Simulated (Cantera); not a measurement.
What does this Cantera script print?

```python
import numpy as np
import cantera as ct

gas = ct.Solution("gri30.yaml")
gas.TPX = 1350, 101325, {'C2H4': 1, 'O2': 1.36, 'N2': 16.4, 'CO2': 0.18}
reactor = ct.IdealGasConstPressureReactor(gas, energy="on", clone=False)
net = ct.ReactorNet([reactor])
net.rtol, net.atol = 1e-08, 1e-16
show = ['C2H4', 'O2', 'C2H', 'NO2', 'HO2']
times = np.geomspace(7e-06, 0.1, 11)

steps = ct.SolutionArray(gas, extra=["t"])
rows = []
print(f"{'t/s':>10s}{'T/K':>9s}{'P/Pa':>11s}" + "".join(f"{s:>11s}" for s in show))
for t in times:
    while net.time < t:
        t_next = net.step()
        steps.append(gas.state, t=t_next)
    rows.append([np.interp(t, steps.t, y) for y in (steps.T, steps.P, *steps(*show).X.T)])
    print(f"{t:10.3e}{rows[-1][0]:9.1f}{rows[-1][1]:11.4g}" + "".join(f"{x:11.3e}" for x in rows[-1][2:]))
rate = np.gradient(steps.T, steps.t)
print("integrator steps:", len(steps.t))
if steps.T.max() > steps.T[0] + 200:
    print(f"time of steepest temperature rise: {steps.t[rate.argmax()]:.4e} s")
gas.TPX = 1350, 101325, {'C2H4': 1, 'O2': 1.36, 'N2': 16.4, 'CO2': 0.18}
gas.equilibrate("HP")
print(f"equilibrium (HP): T = {gas.T:.1f} K  " + "  ".join(f"{s} {gas[s].X[0]:.3e}" for s in show))
```

Result:

```
       t/s      T/K       P/Pa       C2H4         O2        C2H        NO2        HO2
 7.000e-06   1350.0  1.013e+05  5.280e-02  7.181e-02  4.010e-18  6.450e-27  4.504e-10
 1.822e-05   1350.0  1.013e+05  5.280e-02  7.181e-02  9.024e-17  8.137e-25  6.488e-09
 4.743e-05   1350.0  1.013e+05  5.279e-02  7.180e-02  2.846e-14  1.467e-20  8.362e-07
 1.235e-04   1687.2  1.013e+05  1.263e-02  2.730e-02  3.361e-06  8.326e-10  9.485e-05
 3.214e-04   1963.1  1.013e+05  1.817e-05  1.598e-04  2.630e-06  1.517e-11  2.657e-08
 8.367e-04   1969.4  1.013e+05  7.371e-06  5.234e-06  9.346e-07  8.905e-12  6.075e-10
 2.178e-03   1969.8  1.013e+05  6.721e-06  4.322e-08  7.411e-07  8.289e-12  1.645e-11
 5.669e-03   1968.4  1.013e+05  6.095e-06  2.003e-08  6.014e-07  8.864e-12  1.200e-11
 1.476e-02   1964.8  1.013e+05  4.254e-06  1.649e-08  3.883e-07  1.086e-11  9.041e-12
 3.842e-02   1959.3  1.013e+05  1.831e-06  1.271e-08  1.561e-07  1.336e-11  6.141e-12
 1.000e-01   1954.3  1.013e+05  2.305e-07  1.012e-08  2.130e-08  1.744e-11  4.462e-12
integrator steps: 1428
time of steepest temperature rise: 1.0200e-04 s
equilibrium (HP): T = 1953.0 K  C2H4 1.437e-17  O2 1.044e-08  C2H 1.847e-18  NO2 6.329e-13  HO2 4.461e-12
```

Computed with Cantera and GRI-Mech 3.0 (53 species, 325 reactions). GRI-Mech 3.0 was tuned for natural gas; its chemistry of ethylene as a main component is partial and can be far from experiment.
